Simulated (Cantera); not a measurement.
A Cantera script and what it prints.

```python
import numpy as np
import cantera as ct

gas_names = """
    C CH CH2 CH3 CH2OH CH3O CH4 CH3OH CO CO2 COOH C2 C2H CHCO,ketyl C2H2,acetylene C2H2,vinylidene
    CH2CO,ketene C2H3,vinyl CH3CO,acetyl C2H4 C2H4O,ethylen CH3CHO,ethanal CH3COOH (HCOOH)2 C2H5 C2H6
    CH3OCH3 C2H5OH C2O C3 C3H3,propargyl C3H4,allene C3H4,propyne C3H4,cyclo- C3H5,allyl C3H6,propylene
    C3H6,cyclo- C3H6O C3H7,n-propyl C3H7,i-propyl C3H8 C3H8O,1propanol C3H8O,2propanol C3O2 C4 C4H2
    C4H4,1,3-cyclo- C4H6,butadiene C4H6,2-butyne C4H6,cyclo- C4H8,1-butene C4H8,cis2-buten
    C4H8,tr2-butene C4H8,isobutene C4H8,cyclo- (CH3COOH)2 C4H9,n-butyl C4H9,i-butyl C4H9,s-butyl
    C4H9,t-butyl C4H10,isobutane C4H10,n-butane C5 C5H6,1,3cyclo- C5H8,cyclo- C5H10,1-pentene
    C5H10,cyclo- C5H11,pentyl C5H11,t-pentyl C5H12,n-pentane C5H12,i-pentane CH3C(CH3)2CH3 C6H2
    C6H5,phenyl C6H5O,phenoxy C6H6 C6H5OH,phenol C6H10,cyclo- C6H12,1-hexene C6H12,cyclo- C6H13,n-hexyl
    C7H7,benzyl C7H8 C7H8O,cresol C7H14,1-heptene C7H15,n-heptyl C7H16,n-heptane C8H8,styrene
    C8H10,ethylbenz C8H16,1-octene C8H17,n-octyl C8H18,isooctane C8H18,n-octane C9H19,n-nonyl
    C10H8,naphthale C10H21,n-decyl C12H9,o-bipheny C12H10,bipheny Fe FeC5O5 FeO Fe(OH)2 H HCO HO2 H2
    HCHO,formaldehy HCOOH H2O H2O2 O OH O2 O3
""".split()
cond_names = """
    C(gr) C6H6(L) C7H8(L) C8H18(L),n-octa Fe(a) Fe(c) Fe(d) Fe(L) FeC5O5(L) FeO(s) FeO(L) Fe(OH)2(s)
    Fe(OH)3(s) Fe2O3(s) Fe3O4(s) H2O(s) H2O(L)
""".split()


def load(file, names, dense=False):
    # The tables refer to 1 bar. Condensed volumes are neglected.
    table = {s.name: s for s in ct.Species.list_from_file(file)}
    out = []
    for n in names:
        d = dict(table[n].input_data)
        d["thermo"] = dict(d["thermo"], **{"reference-pressure": 1e5})
        if dense:
            d["equation-of-state"] = {"model": "constant-volume", "density": "1e6 g/cm^3"}
        out.append(ct.Species.from_dict(d))
    return out


gas = ct.Solution(thermo="ideal-gas", species=load("nasa_gas.yaml", gas_names))
cond = {s.name: ct.Solution(thermo="fixed-stoichiometry", species=[s], name=s.name)
        for s in load("nasa_condensed.yaml", cond_names, dense=True)}
atoms = {
    'Fe(CO)5': {'Fe': 1, 'C': 5, 'O': 5},
    'H2': {'H': 2},
}
top_T = {'C(gr)': 4500, 'Fe2O3(s)': 1830, 'Fe3O4(s)': 1870}  # K; cautious upper limits of use, not melting points


def equilibrate(T, P, feed):
    n = {}
    for name, mol in feed.items():
        for a, k in atoms[name].items():
            n[a] = n.get(a, 0.0) + k * mol
    gas.TPX = T, P, n
    mass = sum(n.values()) * gas.mean_molecular_weight
    gas.equilibrate("TP")
    valid = [c for c in cond.values() if c.min_temp <= T <= top_T.get(c.name, c.max_temp)]
    mix = ct.Mixture([(gas, mass / gas.mean_molecular_weight)] + [(c, 0.0) for c in valid])
    mix.T, mix.P = T, P
    mix.equilibrate("TP", solver="vcs", rtol=1e-11, max_steps=5000)
    return mix


results = []
feed = {'Fe(CO)5': 1, 'H2': 54}  # mol
T = 725  # K
P = 1000  # Pa
mix = equilibrate(T, P, feed)
results.append((T, P, feed, dict(zip(mix.species_names, mix.species_moles))))
print(gas.report(threshold=1e-06))
for i in range(1, mix.n_phases):
    print(f"{mix.phase(i).name:16s} {mix.phase_moles(i):12.5e} mol")
```

It prints:

```
       temperature   725 K
          pressure   1000 Pa
           density   0.0007345 kg/m^3
  mean mol. weight   4.4276 kg/kmol
   phase of matter   gas

                          1 kg             1 kmol
                     ---------------   ---------------
          enthalpy       -1.7961e+06       -7.9522e+06  J
   internal energy       -3.1575e+06        -1.398e+07  J
           entropy             46926        2.0777e+05  J/K
    Gibbs function       -3.5818e+07       -1.5859e+08  J
 heat capacity c_p            7059.5             31256  J/K
 heat capacity c_v            5181.6             22942  J/K

                      mass frac. Y      mole frac. X     chem. pot. / RT
                     ---------------   ---------------   ---------------
               CH4           0.14334           0.03956           -44.139
                CO           0.16954            0.0268           -51.398
               CO2           0.10331          0.010393           -101.67
                H2           0.39979           0.87802           -21.505
               H2O           0.18401          0.045225           -71.774
     [ +109 minor]        8.6305e-08        1.2733e-08

C(gr)             8.65096e-01 mol
Fe(a)             1.00000e+00 mol
FeC5O5(L)         0.00000e+00 mol
FeO(s)            0.00000e+00 mol
Fe(OH)2(s)        0.00000e+00 mol
Fe(OH)3(s)        0.00000e+00 mol
Fe2O3(s)          0.00000e+00 mol
Fe3O4(s)          0.00000e+00 mol
```

Method: chemical equilibrium by Gibbs-energy minimisation in Cantera with the NASA 1993 tables (ideal gas, pure condensed phases). Condensed phases not in the tables: cementite and carbon dissolved in iron.
